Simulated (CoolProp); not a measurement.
Carbon dioxide at 298.15 K and 17.8 MPa flows at 0.39 m/s in a round tube of 100 mm bore and 1.5 µm roughness, fully developed (64/Re and Nu = 3.66 if laminar; Colebrook and Gnielinski if turbulent). Each further row changes one setting.

Computed with CoolProp (reference Helmholtz-energy equation of state, Span 1996).

```json
[
 {"case": "as stated", "Reynolds number": "379000", "Darcy friction factor": "0.0140", "pressure drop (Pa/m)": "9.59", "heat-transfer coefficient (W/(m² K))": "1040", "mass flow (kg/h)": "9910"},
 {"case": "velocity 0.78 m/s", "Reynolds number": "759000", "Darcy friction factor": "0.0125", "pressure drop (Pa/m)": "34.2", "heat-transfer coefficient (W/(m² K))": "1870", "mass flow (kg/h)": "19800"},
 {"case": "diameter 200 mm", "Reynolds number": "759000", "Darcy friction factor": "0.0124", "pressure drop (Pa/m)": "4.23", "heat-transfer coefficient (W/(m² K))": "928", "mass flow (kg/h)": "39700"}
]
```

Viscosity comes from a separate model (Laesecke 2017). Thermal conductivity comes from a separate model (Huber 2016).
